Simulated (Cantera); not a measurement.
Input (Python, Cantera) and output of one run.

```python
import numpy as np
import cantera as ct

gas_names = [...]  # 113 gases of nasa_gas.yaml made of C, Cu, H, O
cond_names = """
    C(gr) C6H6(L) C7H8(L) C8H18(L),n-octa Cu(cr) Cu(L) CuO(s) CuO2H2(s) Cu2O(s) Cu2O(L) H2O(s) H2O(L)
""".split()


# ... load() reads the species with a 1 bar reference pressure and builds the phases ...
atoms = {
    'CuO': {'Cu': 1, 'O': 1},
    'CH4': {'C': 1, 'H': 4},
    'H2': {'H': 2},
}
top_T = {'C(gr)': 4500, 'CuO(s)': 1390}  # K; cautious upper limits of use, not melting points


# ... equilibrate(T, P, feed) seeds the gas with the atoms and calls Mixture.equilibrate('TP', solver="vcs", rtol=1e-11, max_steps=5000) ...
results = []
feed = {'CuO': 1, 'CH4': 0.33, 'H2': 0.31}  # mol
P = 900  # Pa
for T in [1150, 1250, 1350, 1450, 1550, 1650, 1750, 1850, 1950, 2050, 2150, 2250, 2350, 2450]:
    mix = equilibrate(T, P, feed)
    results.append((T, P, feed, dict(zip(mix.species_names, mix.species_moles))))

top = {s: max(r[3][s] / sum(r[3][g] for g in gas_names) for r in results) for s in gas_names}
cols = sorted((s for s in top if top[s] > 0.001), key=lambda s: -top[s])[:6]
seen = [c for c in cond_names if any(r[3].get(c, 0) > 1e-12 for r in results)]
print("log10 of partial pressures in bar; condensed amounts in mol")
print(f"{'T/K':>10s}" + "".join(f"{s[:9]:>10s}" for s in cols + seen))
for T, P, feed, n in results:
    ng = sum(n[g] for g in gas_names)
    print(f"{T:10.4g}" + "".join(f"{np.log10(max(n[s] / ng * P / 1e5, 1e-99)):10.3f}" for s in cols)
          + "".join(f"{n.get(c, 0):10.4g}" for c in seen))
```

It prints:

```
log10 of partial pressures in bar; condensed amounts in mol
       T/K       H2O        Cu        H2        CO       CO2         H    Cu(cr)     Cu(L)
      1150    -2.452    -8.539    -2.497    -2.928    -2.957    -8.376         1         0
      1250    -2.438    -7.334    -2.514    -2.887    -3.005    -7.573         1         0
      1350    -2.427    -6.310    -2.527    -2.857    -3.049    -6.886    0.9999         0
      1450    -2.418    -5.464    -2.539    -2.833    -3.089    -6.294         0    0.9995
      1550    -2.411    -4.731    -2.549    -2.816    -3.124    -5.776         0    0.9973
      1650    -2.409    -4.090    -2.561    -2.804    -3.159    -5.322         0    0.9881
      1750    -2.415    -3.525    -2.579    -2.803    -3.198    -4.923         0    0.9552
      1850    -2.446    -3.022    -2.621    -2.828    -3.257    -4.579         0    0.8456
      1950    -2.549    -2.573    -2.734    -2.926    -3.385    -4.308         0    0.4439
      2050    -2.643    -2.412    -2.838    -3.014    -3.498    -4.063         0         0
      2150    -2.648    -2.413    -2.851    -3.012    -3.517    -3.800         0         0
      2250    -2.659    -2.417    -2.867    -3.011    -3.539    -3.563         0         0
      2350    -2.685    -2.424    -2.885    -3.011    -3.571    -3.347         0         0
      2450    -2.735    -2.437    -2.902    -3.012    -3.627    -3.148         0         0
```

Method: chemical equilibrium by Gibbs-energy minimisation in Cantera with the NASA 1993 tables (ideal gas, pure condensed phases).
